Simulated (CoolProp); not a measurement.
A closed Brayton cycle with nitrogen: compressor inlet 309.15 K and 0.39 MPa, high pressure 0.979 MPa, turbine inlet 650 K, compressor efficiency 0.85, turbine efficiency 0.85, recuperator effectiveness 0.9 (on enthalpy, no pinch check). Each further row changes one setting.

Values from CoolProp's reference Helmholtz-energy equation of state, Span 2000.

```tsv
case	thermal efficiency (%)	net work (kJ/kg)	compressor to turbine work	compressor exit (K)	turbine exit (K)
as stated	13.6	19.9	0.85	418.4	525.6
turbine inlet 600 K	7.2	9.43	0.92	418.4	484.3
compressor inlet 319.15 K	11.2	16.1	0.88	431.8	525.6
high pressure 0.832 MPa	16.3	21.0	0.81	397.0	545.6
recuperator effectiveness 0.5	10.4	19.9	0.85	418.4	525.6
```
